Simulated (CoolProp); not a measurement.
The fluid at 298.15 K and 9.44 MPa flows at 6.9 m/s in a round tube of 2 mm bore and 0.25 µm roughness, fully developed (64/Re and Nu = 3.66 if laminar; Colebrook and Gnielinski if turbulent). The same conditions are run with several fluids, on thermodynamics alone (safety and materials aside).

Values from CoolProp's reference Helmholtz-energy equation of state of each fluid (carbon dioxide: Span 1996; n-nonane: Lemmon 2006; isobutane: Bücker 2006; R134a: Tillner-Roth 1994; propane: Lemmon 2009).

```json
[
 {"fluid": "carbon dioxide", "Reynolds number": "?", "Darcy friction factor": "0.0173", "pressure drop (Pa/m)": "167000", "heat-transfer coefficient (W/(m² K))": "24200", "mass flow (kg/h)": "63.1"},
 {"fluid": "n-nonane", "Reynolds number": "13800", "Darcy friction factor": "0.0286", "pressure drop (Pa/m)": "246000", "heat-transfer coefficient (W/(m² K))": "8530", "mass flow (kg/h)": "56.3"},
 {"fluid": "isobutane", "Reynolds number": "45000", "Darcy friction factor": "0.0218", "pressure drop (Pa/m)": "?", "heat-transfer coefficient (W/(m² K))": "11800", "mass flow (kg/h)": "?"},
 {"fluid": "R134a", "Reynolds number": "?", "Darcy friction factor": "0.0196", "pressure drop (Pa/m)": "292000", "heat-transfer coefficient (W/(m² K))": "15600", "mass flow (kg/h)": "97.6"},
 {"fluid": "propane", "Reynolds number": "?", "Darcy friction factor": "0.0204", "pressure drop (Pa/m)": "125000", "heat-transfer coefficient (W/(m² K))": "13800", "mass flow (kg/h)": "40.1"}
]
```

Fill in the missing entries.


- carbon dioxide, Reynolds number: 153000
- isobutane, pressure drop (Pa/m): 147000
- isobutane, mass flow (kg/h): 44.3
- R134a, Reynolds number: 76800
- propane, Reynolds number: 63000

Transport values come from each fluid's own correlations; those of R134a are estimates that may be off by 10 % or more.
